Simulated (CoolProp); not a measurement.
CH3F (R41) along the isotherm 326.6 K: Z from the reference equation and from simpler models built on Tc = 317.3 K, pc = 59.06 bar, ω = 0.200; each cubic takes its own stable root.

Values from CoolProp's reference Helmholtz-energy equation of state, Lemmon 2006. It is a short technical equation, of lower accuracy than the large ones.

| p (bar) | phase | reference |
|---|---|---|
| 0.467 | gas | 0.9972 |
| 0.959 | gas | 0.9942 |
| 1.97 | gas | 0.9880 |
| 4.04 | gas | 0.9752 |
| 8.3 | gas | 0.9485 |
| 17.1 | gas | 0.8908 |
| 35 | gas | 0.7599 |
| 71.9 | supercritical | 0.2816 |
| 148 | supercritical | 0.3265 |

Task: How far does each simpler model (Redlich-Kwong, Soave-Redlich-Kwong, Peng-Robinson) lie from the reference over these 9 states: mean and median of the absolute difference, and the worst?

Result: 
- Redlich-Kwong: mean 6.0 %, median 0.7 %, worst +29.5 % at 326.6 K and 148 bar
- Soave-Redlich-Kwong: mean 7.3 %, median 0.7 %, worst +30.8 % at 326.6 K and 148 bar
- Peng-Robinson: mean 4.4 %, median 0.2 %, worst +19.6 % at 326.6 K and 71.9 bar
